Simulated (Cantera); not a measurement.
## Low-pressure radical oxidation in H2/O2

An isothermal, constant-pressure homogeneous reactor starts with 6.19 % H2, 93.8 % O2, equivalence ratio 0.033, at 1223 K and 0.0132 atm.

Cantera simulation using GRI-Mech 3.0 (53 species, 325 reactions); the numbers are that mechanism's predictions, not measurements. Radical loss at walls, strong at low pressure, is not modelled. The temperature is held fixed by assumption; the heat of reaction is taken as removed at once.

```csv
t (s),x H2,x O2,x OH,x HO2,x O
4.00e-6,0.0619,0.938,1.55e-11,3.27e-10,1.57e-11
1.80e-5,0.0619,0.938,2.66e-10,1.47e-9,2.81e-10
8.08e-5,0.0619,0.938,3.36e-9,6.62e-9,4.13e-9
0.000363,0.0619,0.938,8.09e-8,3.00e-8,1.19e-7
0.00163,0.0519,0.931,0.00279,2.84e-6,0.00458
0.00734,0.00112,0.896,0.00417,3.74e-6,0.0348
0.0330,0.000602,0.916,0.00308,3.23e-6,0.0177
0.148,9.55e-5,0.933,0.00124,1.50e-6,0.00272
0.667,6.65e-6,0.936,0.000329,2.55e-7,0.000190
3.00,5.80e-7,0.936,9.77e-5,3.36e-8,1.67e-5
```
x: mole fraction; the columns are a selection and need not sum to one.

Equilibrium at this temperature and pressure: H2 1.17e-8, O2 0.936, OH 1.39e-5, HO2 1.44e-8, O 3.41e-7 (gas phase only).
